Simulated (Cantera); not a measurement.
## Low-pressure radical oxidation in H2/O2

An isothermal, constant-pressure homogeneous reactor starts with H2 : O2 : N2 = 0.032 : 1 : 1.7 (molar parts), at 1398 K and 0.00440 bar.

Model: GRI-Mech 3.0 (53 species, 325 reactions), integrated in Cantera. Radical loss at walls, strong at low pressure, is not modelled.

```json
[
 {"t (s)": "2.00e-5", "x H2": "0.0117", "x O2": "0.366", "x NO": "<1e-12", "x NO2": "<1e-12", "x H2O2": "<1e-12", "x O": "3.83e-11"},
 {"t (s)": "4.69e-5", "x H2": "0.0117", "x O2": "0.366", "x NO": "<1e-12", "x NO2": "<1e-12", "x H2O2": "<1e-12", "x O": "1.98e-10"},
 {"t (s)": "0.000110", "x H2": "0.0117", "x O2": "0.366", "x NO": "<1e-12", "x NO2": "<1e-12", "x H2O2": "<1e-12", "x O": "9.60e-10"},
 {"t (s)": "0.000257", "x H2": "0.0117", "x O2": "0.366", "x NO": "<1e-12", "x NO2": "<1e-12", "x H2O2": "1.46e-12", "x O": "4.17e-9"},
 {"t (s)": "0.000602", "x H2": "0.0117", "x O2": "0.366", "x NO": "<1e-12", "x NO2": "<1e-12", "x H2O2": "7.74e-12", "x O": "1.64e-8"},
 {"t (s)": "0.00141", "x H2": "0.0117", "x O2": "0.366", "x NO": "<1e-12", "x NO2": "<1e-12", "x H2O2": "3.92e-11", "x O": "7.32e-8"},
 {"t (s)": "0.00331", "x H2": "0.0117", "x O2": "0.366", "x NO": "<1e-12", "x NO2": "<1e-12", "x H2O2": "1.81e-10", "x O": "6.90e-7"},
 {"t (s)": "0.00775", "x H2": "0.0116", "x O2": "0.366", "x NO": "<1e-12", "x NO2": "<1e-12", "x H2O2": "6.60e-10", "x O": "6.93e-5"},
 {"t (s)": "0.0181", "x H2": "0.000349", "x O2": "0.356", "x NO": "1.34e-9", "x NO2": "<1e-12", "x H2O2": "5.27e-9", "x O": "0.00875"},
 {"t (s)": "0.0425", "x H2": "0.000131", "x O2": "0.355", "x NO": "7.59e-9", "x NO2": "<1e-12", "x H2O2": "3.68e-9", "x O": "0.00935"},
 {"t (s)": "0.0996", "x H2": "0.000129", "x O2": "0.356", "x NO": "2.24e-8", "x NO2": "<1e-12", "x H2O2": "3.67e-9", "x O": "0.00920"},
 {"t (s)": "0.233", "x H2": "0.000125", "x O2": "0.356", "x NO": "5.62e-8", "x NO2": "<1e-12", "x H2O2": "3.64e-9", "x O": "0.00886"},
 {"t (s)": "0.547", "x H2": "0.000115", "x O2": "0.356", "x NO": "1.27e-7", "x NO2": "1.72e-12", "x H2O2": "3.56e-9", "x O": "0.00813"},
 {"t (s)": "1.28", "x H2": "9.64e-5", "x O2": "0.357", "x NO": "2.56e-7", "x NO2": "3.81e-12", "x H2O2": "3.38e-9", "x O": "0.00671"},
 {"t (s)": "3.00", "x H2": "6.62e-5", "x O2": "0.359", "x NO": "4.43e-7", "x NO2": "7.99e-12", "x H2O2": "2.96e-9", "x O": "0.00451"}
]
```
x: mole fraction; the columns are a selection and need not sum to one.

Equilibrium at this temperature and pressure: H2 1.30e-7, O2 0.362, NO 0.000842, NO2 5.47e-7, H2O2 5.18e-11, O 8.37e-6 (gas phase only).
